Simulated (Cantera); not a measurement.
**Silicon etching in halogen gases: Si + NF3 + N2 + F2**

Feed: 1 mol Si, a varied amount of NF3, 5.2 mol N2, 0.97 mol F2, held at 377 °C and 1.10 Pa.

These are equilibrium values from Cantera (NASA tables, ideal gas, pure condensed phases), not measurements of a reactor. Candidate condensed phases: Si, Si3N4; 16 gas species. Kinetics and transport are ignored.

```tsv
n(NF3) (mol)	log p N2	log p F2	log p SiF4	log p F	log p NF3	n Si3N4(s)
0.54	-5.02	<-16	-5.81	<-16	<-16	0.0367
0.62	-5.03	<-16	-5.79	<-16	<-16	0.0167
0.72	-5.04	-7.44	-5.78	-7.03	-10.40	0
0.83	-5.05	-6.65	-5.80	-6.63	-9.21	0
0.95	-5.06	-6.36	-5.81	-6.49	-8.78	0
1.1	-5.07	-6.16	-5.83	-6.39	-8.49	0
1.3	-5.09	-5.99	-5.86	-6.30	-8.25	0
1.5	-5.11	-5.88	-5.88	-6.25	-8.10	0
1.7	-5.12	-5.80	-5.90	-6.21	-7.98	0
1.9	-5.14	-5.74	-5.92	-6.18	-7.90	0
2.2	-5.15	-5.67	-5.95	-6.14	-7.80	0
```
log p: log10 of the partial pressure in bar; n: condensed amount in mol.

From 0.54 mol NF3 to 0.62 mol NF3 the condensed part is Si3N4(s). From 0.72 mol NF3 to 2.2 mol NF3 nothing is condensed. The main Si-bearing gas is SiF4 throughout.
